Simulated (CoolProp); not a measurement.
Vapour-liquid equilibrium of R143a (1) + isobutene (2) at 313 kPa; x and y are mole fractions of (1).

Computed with CoolProp (multi-fluid Helmholtz-energy mixture model, Lemmon and Jacobsen 2000 and Lemmon 2005; pair parameters Bell 2016).

Task: Give the bubble temperature and the first vapour's composition at x = 0.125, 0.2, 0.575. Is there an azeotrope?

Result: x = 0.125: 278.3 K, y = 0.523; x = 0.2: 271.9 K, y = 0.639; x = 0.575: 259.6 K, y = 0.836. No azeotrope shows between x = 0.05 and 0.95.

Pair parameters are fitted to limited data, so mixtures are less certain than the pure fluids.
